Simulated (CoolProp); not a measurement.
Saturation properties of methanol.

Computed with CoolProp (reference Helmholtz-energy equation of state, de Reuck 1993).

```csv
T (°C),p (kPa),enthalpy of vaporisation (kJ/kg),liquid cp (kJ/(kg K)),surface tension (mN/m)
31.45,23.56,1159,2.576,21.6
42.65,40.14,1141,2.653,20.7
53.75,65.39,1121,2.737,19.7
64.95,103.2,1100,2.830,18.8
76.05,157.1,1078,2.929,17.8
87.15,232.3,1053,3.035,16.8
98.35,335.7,1026,3.151,15.8
109.45,472.4,996.9,3.275,14.7
```

It boils at 64.5 °C under 1 atm.

Surface tension comes from a separate correlation (Mulero 2012).
